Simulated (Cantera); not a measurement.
Input (Python, Cantera):

```python
import numpy as np
import cantera as ct

gas = ct.Solution("gri30.yaml")
gas.TPX = 550, 1000000, {'CH4': 1, 'C2H6': 0.079, 'C3H8': 0.72, 'O2': 7.17, 'N2': 26.9}
flame = ct.FreeFlame(gas, width=0.008)
flame.set_refine_criteria(ratio=3, slope=0.08, curve=0.16)
flame.transport_model = "unity-Lewis-number"
flame.solve(loglevel=0, auto=True)
z, T = flame.grid, flame.T
thick = (T[-1] - T[0]) / np.gradient(T, z).max()
show = ['CH4', 'C2H6', 'C3H8', 'C2H', 'N2O', 'H2O']
print(f"laminar burning velocity  {flame.velocity[0] * 100:.3f} cm/s")
print(f"burnt temperature         {T[-1]:.1f} K")
print(f"thermal thickness         {thick * 1e3:.4f} mm")
print(f"grid points               {len(z)}")
z0 = z[flame.heat_release_rate.argmax()]
print(f"{'z/mm':>9s}{'T/K':>9s}{'u/(m/s)':>9s}" + "".join(f"{s:>11s}" for s in show))
rows = []
for k in (-3, -2, -1.5, -1, -0.5, -0.25, 0, 0.25, 0.5, 1, 2, 4, 8):
    zz = z0 + k * thick
    rows.append([k * thick, np.interp(zz, z, T), np.interp(zz, z, flame.velocity),
                 *(np.interp(zz, z, flame.X[gas.species_index(s)]) for s in show)])
    print(f"{rows[-1][0] * 1e3:9.3f}{rows[-1][1]:9.1f}{rows[-1][2]:9.3f}" + "".join(f"{x:11.3e}" for x in rows[-1][3:]))
```

Result:

```
laminar burning velocity  44.512 cm/s
burnt temperature         2246.5 K
thermal thickness         0.0590 mm
grid points               136
     z/mm      T/K  u/(m/s)        CH4       C2H6       C3H8        C2H        N2O        H2O
   -0.177    551.8    0.447  2.785e-02  2.200e-03  2.004e-02  2.168e-22  1.010e-09  1.525e-04
   -0.118    559.9    0.453  2.769e-02  2.189e-03  1.990e-02  1.583e-20  5.691e-09  8.595e-04
   -0.089    581.8    0.471  2.728e-02  2.159e-03  1.951e-02  8.504e-19  1.831e-08  2.765e-03
   -0.059    684.3    0.556  2.533e-02  2.018e-03  1.768e-02  6.119e-16  7.832e-08  1.181e-02
   -0.030   1083.7    0.894  1.736e-02  1.447e-03  1.032e-02  1.765e-11  3.249e-07  4.872e-02
   -0.015   1454.7    1.216  9.708e-03  7.940e-04  3.835e-03  6.074e-09  5.690e-07  8.394e-02
    0.000   1844.7    1.558  1.972e-03  5.261e-05  1.177e-04  5.003e-07  9.025e-07  1.189e-01
    0.015   2022.1    1.701  7.588e-05  8.129e-08  7.760e-08  1.574e-07  1.328e-06  1.298e-01
    0.030   2097.1    1.755  2.244e-06  9.470e-11  4.981e-11  6.515e-09  1.614e-06  1.321e-01
    0.059   2169.6    1.806  5.056e-09  2.626e-15  2.093e-16  1.800e-11  1.765e-06  1.344e-01
    0.118   2219.3    1.841  2.216e-12  2.669e-20  1.126e-23  8.758e-15  1.534e-06  1.365e-01
    0.236   2241.9    1.856  2.674e-13  9.122e-25  1.605e-31  5.666e-18  1.084e-06  1.376e-01
    0.472   2247.0    1.860  5.030e-14 -1.820e-25 -6.187e-37  3.635e-20  9.218e-07  1.378e-01
```

Computed with Cantera and GRI-Mech 3.0 (53 species, 325 reactions). GRI-Mech 3.0 was tuned for natural gas; its chemistry of propane as a main component is partial and can be far from experiment. Unity Lewis numbers drop preferential diffusion, which matters most where H2 and H carry the flame. Burning velocities carry a grid error of a few per cent, more on coarse grids.
